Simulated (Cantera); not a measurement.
An isothermal, constant-pressure homogeneous reactor starts with 35.7 % NH₃, 64.3 % N₂, at 2225 K and 675 Torr.

Computed with Cantera and the gas-phase N/H chemistry of the illustrative SiF4/NH3 mechanism in the Surface Chemkin manual (1991). Walls and surfaces, which speed up NH3 decomposition in real reactors, are not modelled.

x: mole fraction; the columns are a selection and need not sum to one.

```json
[
 {"t (s)": "7.00e-6", "x NH₃": "0.357", "x NH₂": "0.000423", "x NH": "…", "x N₂": "0.643", "x H₂": "0.000214", "x N": "2.92e-9"},
 {"t (s)": "3.38e-5", "x NH₃": "0.355", "x NH₂": "0.00172", "x NH": "…", "x N₂": "0.642", "x H₂": "0.00139", "x N": "7.86e-8"},
 {"t (s)": "0.000163", "x NH₃": "0.344", "x NH₂": "0.00226", "x NH": "…", "x N₂": "0.641", "x H₂": "0.0127", "x N": "5.52e-7"},
 {"t (s)": "0.000788", "x NH₃": "0.298", "x NH₂": "0.00172", "x NH": "4.07e-5", "x N₂": "0.636", "x H₂": "0.0643", "x N": "2.11e-6"},
 {"t (s)": "0.00381", "x NH₃": "0.157", "x NH₂": "0.000984", "x NH": "3.99e-5", "x N₂": "0.621", "x H₂": "0.220", "x N": "3.80e-6"},
 {"t (s)": "0.0184", "x NH₃": "0.0119", "x NH₂": "0.000163", "x NH": "…", "x N₂": "0.606", "x H₂": "0.380", "x N": "4.08e-6"},
 {"t (s)": "0.0888", "x NH₃": "6.07e-5", "x NH₂": "2.07e-6", "x NH": "…", "x N₂": "0.604", "x H₂": "0.392", "x N": "3.35e-7"},
 {"t (s)": "0.429", "x NH₃": "8.57e-6", "x NH₂": "2.93e-7", "x NH": "…", "x N₂": "0.604", "x H₂": "0.392", "x N": "4.75e-8"},
 {"t (s)": "2.07", "x NH₃": "2.71e-6", "x NH₂": "9.26e-8", "x NH": "…", "x N₂": "0.604", "x H₂": "0.392", "x N": "1.50e-8"},
 {"t (s)": "10.0", "x NH₃": "2.47e-6", "x NH₂": "8.43e-8", "x NH": "…", "x N₂": "0.604", "x H₂": "0.392", "x N": "1.37e-8"}
]
```

Some entries are withheld; supply them.


- 7.00e-6, x NH: 1.19e-6
- 3.38e-5, x NH: 1.58e-5
- 0.000163, x NH: 3.11e-5
- 0.0184, x NH: 1.69e-5
- 0.0888, x NH: 5.49e-7
- 0.429, x NH: 7.77e-8
- 2.07, x NH: 2.45e-8
- 10.0, x NH: 2.23e-8
